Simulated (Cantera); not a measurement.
# Stirred combustor or abatement burner

A perfectly stirred reactor is fed with 4.09 % CH₄, 0.131 % C₂H₆, 20.1 % O₂, 75.7 % N₂, equivalence ratio 0.43, at 4.20 bar; it is adiabatic with a 375 K inlet, and is followed from long to short residence time, starting on the burning branch (τ in s: 0.29, 0.13, 0.056, 0.025, 0.011, 0.0048, 0.0021, 0.00092, 0.00041, 0.00018, 7.9e-05).

Cantera simulation using GRI-Mech 3.0 (53 species, 325 reactions); the numbers are that mechanism's predictions, not measurements.

```
τ (s)    T (K)     x CH₄   x C₂H₆   x O₂    x CH₂      x CO
-------  -----  --------  -------  -----  -------  --------
0.29      1401   2.91e-5  2.73e-7  0.115  1.45e-9  0.000250
0.13      1398   5.67e-5  5.92e-7  0.115  2.94e-9  0.000504
0.056     1392  0.000118  1.40e-6  0.115  5.74e-9   0.00109
0.025     1377  0.000261  3.47e-6  0.116  9.60e-9   0.00245
0.011     1314  0.000995  1.60e-5  0.120  9.84e-9   0.00787
0.0048     375    0.0409  0.00131  0.201   <1e-12    <1e-12
0.0021     375    0.0409  0.00131  0.201   <1e-12    <1e-12
0.00092    375    0.0409  0.00131  0.201   <1e-12    <1e-12
0.00041    375    0.0409  0.00131  0.201   <1e-12    <1e-12
0.00018    375    0.0409  0.00131  0.201   <1e-12    <1e-12
7.9e-5     375    0.0409  0.00131  0.201   <1e-12    <1e-12
```
x: mole fraction; the columns are a selection and need not sum to one.
